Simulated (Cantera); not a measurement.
A closed system holds: 1 mol c-C4F8, 0.068 mol H2, at 0.0100 bar.

Method: chemical equilibrium by Gibbs-energy minimisation in Cantera with the NASA 1993 tables (ideal gas, pure condensed phases). Candidate condensed phases: C, C6H6, C7H8, C8H18; 110 gas species. Ions and electrons are included (thermal ionisation). The feed counts by its element totals alone. The numbers say what is thermodynamically allowed, not how fast it happens.

Task: At 5000 K, list the 6 most abundant gas species with their mole fractions, and the condensed phases.

Result: F 0.659, C 0.328, H 0.0112, C2 0.000715, CF 0.000618, e- 0.000346. Condensed: gas only.
